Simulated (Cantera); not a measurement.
Standard-state values (1 bar) from the NASA 1993 polynomials, evaluated with Cantera. Values are per mole of reaction as written; species without (g) are pure solids or liquids, kept so even where they would boil at 1 bar.

**Question.** Between 423 and 548 K, where is each reaction favourable under standard conditions?
- 2 TiOCl2(g) → 4 Cl(g) + O2(g) + 2 Ti
- Ti2O3 + Cl2(g) + TiCl4 → 3 TiOCl2(g)

**Answer.** 
- 2 TiOCl2(g) → 4 Cl(g) + O2(g) + 2 Ti: ΔG° is 1455 kJ at 423 K and 1418 kJ at 548 K; it stays positive (K < 1). ΔH° is 1582 kJ and ΔS° 299 J/K at 548 K.
- Ti2O3 + Cl2(g) + TiCl4 → 3 TiOCl2(g): ΔG° is 516 kJ at 423 K and 470 kJ at 548 K; it stays positive (K < 1). ΔH° is 669 kJ and ΔS° 364 J/K at 548 K.
